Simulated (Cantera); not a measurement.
Mixture: CO : H2 : CH4 : O2 : N2 = 1 : 0.75 : 1.3 : 5.79 : 21.8 (molar parts), equivalence ratio 0.60, at 3750 Torr, adiabatic and at constant pressure. Ignition delay is the time to a rise of 400 K.

Model: GRI-Mech 3.0 (53 species, 325 reactions), integrated in Cantera. Below about 1000 K GRI-Mech 3.0 lacks low-temperature oxidation paths. Below about 950 K walls govern HO2 and H2O2 in real vessels.

**Question.** What does this change do: 0.31 parts C2H6 added?

**Answer.** 
```json
[
 {"quantity": "delay at 925 K", "before": "0.102 s", "after": "0.153 s"},
 {"quantity": "delay at 1025 K", "before": "6.33 ms", "after": "13.0 ms"},
 {"quantity": "delay at 1125 K", "before": "0.994 ms", "after": "1.71 ms"},
 {"quantity": "delay at 1225 K", "before": "0.338 ms", "after": "0.355 ms"},
 {"quantity": "apparent activation energy between 1175 and 1275 K", "before": "110 kJ/mol", "after": "170 kJ/mol"}
]
```
